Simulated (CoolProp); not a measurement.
A simple Rankine cycle with R11: condensing at 313.15 K, boiler at 3.26 MPa, turbine inlet 452.6 K, turbine efficiency 0.7, pump efficiency 0.8, no recuperator. Each further row changes one setting.

Model: reference Helmholtz-energy equation of state, Jacobsen 1992, in CoolProp.

```
case                             thermal efficiency (%)  net work (kJ/kg)  heat in (kJ/kg)  turbine exit temperature (K)  volume ratio over the turbine
-------------------------------  ----------------------  ----------------  ---------------  ----------------------------  -----------------------------
as stated                                          15.4              34.3              222                         333.7                           23.1
turbine inlet 472.6 K                              16.0              39.1              245                         361.9                           20.5
condensing temperature 305.15 K                    16.3              37.5              230                         327.5                           29.6
boiler pressure 2.28 MPa                           14.7              35.6              242                         362.7                           13.4
turbine efficiency 0.6                             13.1              29.0              222                         342.1                           23.8
```
